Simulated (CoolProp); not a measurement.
Vapour-liquid equilibrium of propane (1) + R236EA (2) at 0.832 MPa; x and y are mole fractions of (1).

Computed with CoolProp (multi-fluid Helmholtz-energy mixture model, Lemmon 2009 and Rui 2013; pair parameters Bell 2016).

```tsv
x	bubble temperature (°C)	y at the bubble point	dew temperature at overall composition x (°C)	liquid density (mol/L)
0.05	61.6	0.241	70.3	8.559
0.125	48.5	0.486	67.0	8.929
0.2	39.3	0.623	63.6	9.207
0.275	33.4	0.699	60.0	9.415
0.35	29.7	0.744	56.1	9.580
0.425	27.2	0.773	52.0	9.725
0.5	25.5	0.794	47.6	9.865
0.575	24.2	0.812	42.7	10.01
0.65	23.2	0.830	37.3	10.18
0.725	22.2	0.850	31.3	10.37
0.8	21.3	0.874	25.1	10.60
0.875	20.5	0.908	21.2	10.85
0.95	19.9	0.956	19.9	11.14
```

No azeotrope shows between x = 0.05 and 0.95.

Pair parameters are fitted to limited data, so mixtures are less certain than the pure fluids. With so large a gap from Raoult's law the liquid may split in two, which this calculation doesn't test in full.
